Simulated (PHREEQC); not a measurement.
PHREEQC input (ion-association model, wateq4f.dat):

```
SOLUTION_MASTER_SPECIES
  An  An-  0  An  62.0  # stands for a non-complexing anion
SOLUTION_SPECIES
  An- = An-
    -log_k 0
    -gamma 3.0 0
  PO4-3 + 3H+ = H3PO4  # constants of phreeqc.dat
    -log_k 21.721
    -delta_h -10.1 kJ
PHASES
  Fix_H+
    H+ = H+
    -log_k 0
SOLUTION 1
  temp 25
  units mmol/kgw
  pH 7 charge
  P 1.4
  Na 301.4
  S(6) 0.025
  Ag 0.05
  An 300
END
SELECTED_OUTPUT 1
  -reset false
  -pH true
  -pe true
  -ionic_strength true
  -water true
  -totals Ag Na P S S(-2) S(6)
  -molalities Hfo_wOH Hfo_wOH2+ Hfo_wO- Hfo_sOH Hfo_sOH2+ Hfo_sO- Hfo_wH2PO4 Hfo_wHPO4- Hfo_wPO4-2 Hfo_wSO4-
    Hfo_wOHSO4-2 Hfo_sOAg Hfo_wOAg
  -saturation_indices Ag2O Ag3PO4 Ag2SO4 Mirabilite
USER_PUNCH 1
  -headings sigma psi
  10 PUNCH EDL("sigma", "Hfo"), EDL("psi", "Hfo")
PRINT
  -reset false
USE solution 1
SURFACE 1
  Hfo_wOH 0.00224719 600 1
  Hfo_sOH 5.61798e-05
EQUILIBRIUM_PHASES 1
  Fix_H+ -4 HAn 10
    -force_equality true
  O2(g) -0.68 10
END
# ... the last block is repeated for the other 16 points of pH, with NaOH or the acid as the point needs
```

Selected output (columns that matter, 15 of 17 rows; pH added in front):

```
pH	mu	Ag	Na	P	S	m_Hfo_wOH	m_Hfo_wOH2+	m_Hfo_wO-	m_Hfo_sOH	si_Ag2O	si_Ag3PO4	si_Mirabilite	sigma	psi
4	0.30193	4.9996e-05	0.30139	5.0626e-06	2.2893e-05	5.9707e-06	0.00084415	9.6747e-10	3.9454e-07	-13.456	-12.753	-5.6354	0.11102	0.067415
4.5	0.30176	4.9981e-05	0.30139	6.8392e-06	2.4076e-05	1.2071e-05	0.00084101	3.969e-09	7.9466e-07	-12.456	-11.622	-5.6126	0.085029	0.056017
5	0.30164	4.9903e-05	0.30139	1.0484e-05	2.4706e-05	2.0975e-05	0.00083637	1.2051e-08	1.3721e-06	-11.458	-10.443	-5.6011	0.056673	0.040777
5.5	0.30155	4.9531e-05	0.30139	1.7747e-05	2.4923e-05	3.3065e-05	0.00083174	3.0112e-08	2.13e-06	-10.464	-9.242	-5.5972	0.029858	0.023034
6.5	0.30141	4.2129e-05	0.30139	6.3778e-05	2.4995e-05	7.9252e-05	0.00083148	1.7305e-07	4.2064e-06	-8.6047	-7.0836	-5.5958	-0.01732	-0.013656
7	0.30138	2.9178e-05	0.30139	0.00012824	2.4998e-05	0.00013925	0.00083547	5.3173e-07	5.07e-06	-7.9237	-6.5232	-5.5957	-0.03813	-0.028875
7.5	0.3014	1.4727e-05	0.30139	0.00023998	2.4999e-05	0.00027196	0.00081264	2.0851e-06	5.3487e-06	-7.5176	-6.5297	-5.5957	-0.056264	-0.040545
8	0.30147	5.6879e-06	0.30139	0.00040837	2.4999e-05	0.00052599	0.00071964	8.8072e-06	5.4371e-06	-7.344	-6.996	-5.5957	-0.073157	-0.050054
8.5	0.30204	1.7612e-06	0.30186	0.00062817	2.4999e-05	0.00089851	0.00054079	3.4199e-05	5.9634e-06	-7.3625	-7.8228	-5.595	-0.090404	-0.058535
9	0.30274	5.0337e-07	0.30243	0.00085573	2.4999e-05	0.0012648	0.00032192	0.00011384	6.7095e-06	-7.4508	-8.8174	-5.5941	-0.10768	-0.066002
9.5	0.3034	1.5796e-07	0.30298	0.0010553	2.4999e-05	0.0014361	0.00015117	0.00031253	6.7791e-06	-7.4588	-9.7393	-5.5933	-0.12568	-0.072897
10.5	0.30506	2.426e-08	0.30446	0.0013431	2.4999e-05	0.0010714	2.4084e-05	0.0010918	4.4856e-06	-7.1036	-11.128	-5.5908	-0.19026	-0.092389
11	0.30686	1.1976e-08	0.30604	0.0013863	2.4999e-05	0.00073449	8.3074e-06	0.0014877	3.0265e-06	-6.7625	-11.659	-5.5881	-0.24322	-0.10432
11.5	0.3113	8.2649e-09	0.3099	0.0013973	2.4998e-05	0.00041137	2.1208e-06	0.0018279	1.6882e-06	-6.2556	-12.04	-5.5816	-0.29569	-0.11371
12	0.32286	1.2138e-08	0.32068	0.0013995	2.4998e-05	0.00017926	3.5666e-07	0.002064	7.3533e-07	-5.534	-12.241	-5.5638	-0.33339	-0.11883
```

H3PO4, which wateq4f.dat lacks, is added to it with the constant of phreeqc.dat. The database has no phosphate complexes of Ag.
